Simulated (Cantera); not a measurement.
Cantera run, input and output.

```python
import numpy as np
import cantera as ct

gas = ct.Solution("gri30.yaml")
gas.TPX = 1750, 680000, {'CH4': 1, 'C2H6': 0.043, 'C3H8': 0.75, 'O2': 4.54, 'N2': 32.7, 'CO2': 2.7}
reactor = ct.IdealGasReactor(gas, energy="on", clone=False)
net = ct.ReactorNet([reactor])
net.rtol, net.atol = 1e-08, 1e-16
show = ['CH4', 'C2H6', 'C3H8', 'CH2', 'H2']
times = np.geomspace(5e-06, 0.1, 12)

steps = ct.SolutionArray(gas, extra=["t"])
rows = []
print(f"{'t/s':>10s}{'T/K':>9s}{'P/Pa':>11s}" + "".join(f"{s:>11s}" for s in show))
for t in times:
    while net.time < t:
        t_next = net.step()
        steps.append(gas.state, t=t_next)
    rows.append([np.interp(t, steps.t, y) for y in (steps.T, steps.P, *steps(*show).X.T)])
    print(f"{t:10.3e}{rows[-1][0]:9.1f}{rows[-1][1]:11.4g}" + "".join(f"{x:11.3e}" for x in rows[-1][2:]))
rate = np.gradient(steps.T, steps.t)
print("integrator steps:", len(steps.t))
if steps.T.max() > steps.T[0] + 200:
    print(f"time of steepest temperature rise: {steps.t[rate.argmax()]:.4e} s")
gas.TPX = 1750, 680000, {'CH4': 1, 'C2H6': 0.043, 'C3H8': 0.75, 'O2': 4.54, 'N2': 32.7, 'CO2': 2.7}
gas.equilibrate("UV")
print(f"equilibrium (UV): T = {gas.T:.1f} K  " + "  ".join(f"{s} {gas[s].X[0]:.3e}" for s in show))
```

Result:

```
       t/s      T/K       P/Pa        CH4       C2H6       C3H8        CH2         H2
 5.000e-06   1820.7  7.286e+05  1.923e-02  1.843e-03  1.559e-03  1.513e-05  1.470e-02
 1.230e-05   2649.8  1.104e+06  7.279e-14  6.719e-26  4.924e-38  1.768e-13  1.391e-02
 3.027e-05   2788.8  1.151e+06  1.007e-13  5.550e-26  6.140e-38  2.061e-13  1.170e-02
 7.447e-05   2806.8  1.157e+06  1.211e-13  6.411e-26  8.305e-38  2.161e-13  1.144e-02
 1.832e-04   2801.9  1.155e+06  1.279e-13  7.015e-26  9.439e-38  2.167e-13  1.157e-02
 4.508e-04   2794.8  1.153e+06  1.369e-13  7.875e-26  1.111e-37  2.168e-13  1.176e-02
 1.109e-03   2791.2  1.151e+06  1.416e-13  8.337e-26  1.204e-37  2.166e-13  1.185e-02
 2.729e-03   2790.9  1.151e+06  1.420e-13  8.370e-26  1.211e-37  2.166e-13  1.186e-02
 6.714e-03   2790.9  1.151e+06  1.420e-13  8.371e-26  1.211e-37  2.166e-13  1.186e-02
 1.652e-02   2790.9  1.151e+06  1.420e-13  8.371e-26  1.211e-37  2.166e-13  1.186e-02
 4.064e-02   2790.9  1.151e+06  1.420e-13  8.371e-26  1.211e-37  2.166e-13  1.186e-02
 1.000e-01   2790.9  1.151e+06  1.420e-13  8.371e-26  1.211e-37  2.166e-13  1.186e-02
integrator steps: 1617
time of steepest temperature rise: 7.6152e-06 s
equilibrium (UV): T = 2790.9 K  CH4 1.710e-13  C2H6 1.128e-25  C3H8 1.673e-37  CH2 2.328e-13  H2 1.186e-02
```

Model: GRI-Mech 3.0 (53 species, 325 reactions), integrated in Cantera. GRI-Mech 3.0 was tuned for natural gas; its chemistry of propane as a main component is partial and can be far from experiment.
